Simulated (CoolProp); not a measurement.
R1132(E) along the isotherm 400 K: density (kg/m³) from the reference equation and from simpler models built on Tc = 348.8 K, pc = 51.74 bar, ω = 0.245; each cubic takes its own stable root.

Values from CoolProp's reference Helmholtz-energy equation of state, Akasaka 2024.

| p (bar) | phase | reference |
|---|---|---|
| 0.206 | gas | 0.3970 |
| 0.422 | gas | 0.8140 |
| 0.867 | gas | 1.675 |
| 1.78 | gas | 3.453 |
| 3.66 | gas | 7.157 |
| 7.51 | gas | 14.93 |
| 15.4 | gas | 31.75 |
| 31.7 | gas | 71.10 |
| 65 | supercritical | 182.8 |

**Question.** How far does each simpler model (ideal gas, Redlich-Kwong, Soave-Redlich-Kwong, Peng-Robinson) lie from the reference over these 9 states: mean and median of the absolute difference, and the worst?

**Answer.** 
- ideal gas: mean 6.5 %, median 1.5 %, worst -31.5 % at 400 K and 65 bar
- Redlich-Kwong: mean 0.5 %, median 0.1 %, worst +3.1 % at 400 K and 65 bar
- Soave-Redlich-Kwong: mean 0.4 %, median 0.0 %, worst -2.9 % at 400 K and 65 bar
- Peng-Robinson: mean 0.5 %, median 0.2 %, worst +1.6 % at 400 K and 31.7 bar
